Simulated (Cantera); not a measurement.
Charge: 1 mol SiH₂Cl₂, 0.18 mol N₂O, 8 mol N₂, held at 13300 Pa.

Method: chemical equilibrium by Gibbs-energy minimisation in Cantera with the NASA 1993 tables (ideal gas, pure condensed phases). Candidate condensed phases: H₂O, NH₄Cl, Si, SiO₂, Si₂N₂O, Si₃N₄; 47 gas species. Mutual solubility and eutectic melting of coexisting phases are not modelled. Gases not in the tables: Si₂H₆ and higher silanes. Rates play no part.

What share of the Si ends up in condensed phases as a function of T (K), at 873, 1073, 1273, 1473, 1673, 1873, 2073?


```tsv
T (K)	Si condensed (%)	as
873	77.2	Si₂N₂O(s) + Si₃N₄(s)
1073	80.2	Si₂N₂O(s) + Si₃N₄(s)
1273	81.8	Si₂N₂O(s) + Si₃N₄(s)
1473	78.0	Si₂N₂O(s) + Si₃N₄(s)
1673	56.6	Si₂N₂O(s) + Si₃N₄(s)
1873	27.7	Si₂N₂O(s) + Si₃N₄(s)
2073	6.1	Si(l)
```
